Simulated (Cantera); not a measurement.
What does this Cantera script print?

```python
import numpy as np
import cantera as ct

gas = ct.Solution("h2o2.yaml")
gas.TPX = 1225, 100000, {'H2': 1, 'O2': 1.02, 'N2': 3.84}
reactor = ct.IdealGasConstPressureReactor(gas, energy="on", clone=False)
net = ct.ReactorNet([reactor])
net.rtol, net.atol = 1e-08, 1e-16
show = ['H2', 'O2', 'H2O2', 'H2O', 'HO2', 'O', 'H']
times = np.geomspace(3e-06, 1, 14)

steps = ct.SolutionArray(gas, extra=["t"])
rows = []
print(f"{'t/s':>10s}{'T/K':>9s}{'P/Pa':>11s}" + "".join(f"{s:>11s}" for s in show))
for t in times:
    while net.time < t:
        t_next = net.step()
        steps.append(gas.state, t=t_next)
    rows.append([np.interp(t, steps.t, y) for y in (steps.T, steps.P, *steps(*show).X.T)])
    print(f"{t:10.3e}{rows[-1][0]:9.1f}{rows[-1][1]:11.4g}" + "".join(f"{x:11.3e}" for x in rows[-1][2:]))
rate = np.gradient(steps.T, steps.t)
print("integrator steps:", len(steps.t))
if steps.T.max() > steps.T[0] + 200:
    print(f"time of steepest temperature rise: {steps.t[rate.argmax()]:.4e} s")
gas.TPX = 1225, 100000, {'H2': 1, 'O2': 1.02, 'N2': 3.84}
gas.equilibrate("HP")
print(f"equilibrium (HP): T = {gas.T:.1f} K  " + "  ".join(f"{s} {gas[s].X[0]:.3e}" for s in show))
```

Output:

```
       t/s      T/K       P/Pa         H2         O2       H2O2        H2O        HO2          O          H
 3.000e-06   1225.0      1e+05  1.706e-01  1.741e-01  2.001e-11  7.424e-09  1.089e-08  2.728e-09  1.331e-08
 7.979e-06   1225.0      1e+05  1.706e-01  1.741e-01  1.761e-10  1.473e-07  4.481e-08  2.934e-08  1.250e-07
 2.122e-05   1225.0      1e+05  1.706e-01  1.740e-01  1.443e-08  3.312e-05  4.040e-06  5.571e-06  2.339e-05
 5.645e-05   1826.4      1e+05  1.618e-02  9.151e-02  9.702e-07  1.390e-01  2.954e-05  2.378e-02  2.831e-02
 1.501e-04   2235.5      1e+05  6.212e-03  9.153e-02  2.506e-07  1.671e-01  8.551e-06  8.041e-03  4.248e-03
 3.993e-04   2353.0      1e+05  2.117e-03  9.361e-02  2.585e-07  1.775e-01  6.933e-06  2.678e-03  7.599e-04
 1.062e-03   2364.0      1e+05  1.739e-03  9.391e-02  2.833e-07  1.786e-01  7.190e-06  2.200e-03  5.617e-04
 2.825e-03   2364.0      1e+05  1.738e-03  9.391e-02  2.833e-07  1.786e-01  7.190e-06  2.199e-03  5.614e-04
 7.513e-03   2364.0      1e+05  1.738e-03  9.391e-02  2.833e-07  1.786e-01  7.190e-06  2.199e-03  5.614e-04
 1.998e-02   2364.0      1e+05  1.738e-03  9.391e-02  2.833e-07  1.786e-01  7.190e-06  2.199e-03  5.614e-04
 5.315e-02   2364.0      1e+05  1.738e-03  9.391e-02  2.833e-07  1.786e-01  7.190e-06  2.199e-03  5.614e-04
 1.414e-01   2364.0      1e+05  1.738e-03  9.391e-02  2.833e-07  1.786e-01  7.190e-06  2.199e-03  5.614e-04
 3.760e-01   2364.0      1e+05  1.738e-03  9.391e-02  2.833e-07  1.786e-01  7.190e-06  2.199e-03  5.614e-04
 1.000e+00   2364.0      1e+05  1.738e-03  9.391e-02  2.833e-07  1.786e-01  7.190e-06  2.199e-03  5.614e-04
integrator steps: 1211
time of steepest temperature rise: 4.2259e-05 s
equilibrium (HP): T = 2364.0 K  H2 1.738e-03  O2 9.391e-02  H2O2 2.833e-07  H2O 1.786e-01  HO2 7.190e-06  O 2.199e-03  H 5.614e-04
```

Computed with Cantera and the H2/O2 subset of GRI-Mech 3.0, which has no nitrogen chemistry.
